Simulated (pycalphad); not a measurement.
**Effect of Fe content in Si-Fe**

Source of the numbers: pycalphad with the COST 507 light-alloy database (1999); pressure 1 atm. These are 1990s assessments: newer ones move some temperatures and phases. Phase fractions are per mole of atoms.

| alloy | liquidus (K) | first solid | solidus (K) | phases at 970 K |
|---|---|---|---|---|
| Si-1.52Fe (wt.%) | 1683 | diamond (Si) | 1478 | diamond (Si) 0.98, FESI2_L 0.02 |
| Si-3.036Fe (wt.%) | 1680 | diamond (Si) | 1478 | diamond (Si) 0.95, FESI2_L 0.05 |
| Si-5.981Fe (wt.%) | 1673 | diamond (Si) | 1478 | diamond (Si) 0.91, FESI2_L 0.09 |
| Si-8.84Fe (wt.%) | 1667 | diamond (Si) | 1478 | diamond (Si) 0.86, FESI2_L 0.14 |

Database names, with the compositions (at.%) that they take in these runs: FESI2_L: Si 67 Fe 33.
